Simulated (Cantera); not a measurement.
A freely propagating, adiabatic, planar premixed flame of CH₄ : C₂H₆ : C₃H₈ : O₂ : N₂ = 1 : 0.16 : 0.32 : 4.29 : 16.1 (molar parts), equivalence ratio 0.97, unburnt at 525 K and 1000000 Pa; mixture-averaged transport, grid criteria slope 0.08 and curve 0.16, no radiation.

Model: GRI-Mech 3.0 (53 species, 325 reactions), integrated in Cantera. GRI-Mech 3.0 was tuned for natural gas; its chemistry of propane as a main component is partial and can be far from experiment. Burning velocities carry a grid error of a few per cent, more on coarse grids.

**Question.** What does this change do: inlet temperature 525 to 325 K?

**Answer.** 
```csv
quantity,before,after
laminar burning velocity,52.1 cm/s,21.2 cm/s
thermal thickness,0.0566 mm,0.0753 mm
peak x(HCO),2.52e-5,1.50e-5
peak x(H₂O₂),0.000124,0.000134
```
